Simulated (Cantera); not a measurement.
**Gas-phase reforming**

An isothermal, constant-pressure homogeneous reactor starts with 36.1 % CH₄, 57.8 % H₂O, 6.14 % H₂, at 2150 K and 500000 Pa.

Cantera simulation using GRI-Mech 3.0 (53 species, 325 reactions); the numbers are that mechanism's predictions, not measurements.

| t (s) | x CH₄ | x H₂O | x H₂ | x O | x CH₂CO |
|---|---|---|---|---|---|
| 5.00e-5 | 0.0582 | 0.423 | 0.397 | 1.43e-7 | 0.000199 |
| 0.000150 | 0.0277 | 0.375 | 0.458 | 1.27e-7 | 0.000173 |
| 0.000451 | 0.0184 | 0.305 | 0.518 | 1.11e-7 | 0.000106 |
| 0.00136 | 0.0126 | 0.220 | 0.586 | 8.93e-8 | 4.22e-5 |
| 0.00408 | 0.00617 | 0.152 | 0.641 | 6.98e-8 | 9.69e-6 |
| 0.0122 | 0.00124 | 0.122 | 0.667 | 5.91e-8 | 6.83e-7 |
| 0.0368 | 2.14e-6 | 0.119 | 0.670 | 5.80e-8 | 4.66e-10 |
| 0.111 | 2.17e-7 | 0.119 | 0.670 | 5.80e-8 | 4.64e-11 |
| 0.332 | 2.17e-7 | 0.119 | 0.670 | 5.80e-8 | 4.64e-11 |
| 0.998 | 2.17e-7 | 0.119 | 0.670 | 5.80e-8 | 4.64e-11 |
| 3.00 | 2.17e-7 | 0.119 | 0.670 | 5.80e-8 | 4.64e-11 |
x: mole fraction; the columns are a selection and need not sum to one.

Equilibrium at this temperature and pressure: CH₄ 2.50e-7, H₂O 0.119, H₂ 0.670, O 5.80e-8, CH₂CO 5.35e-11 (gas phase only).
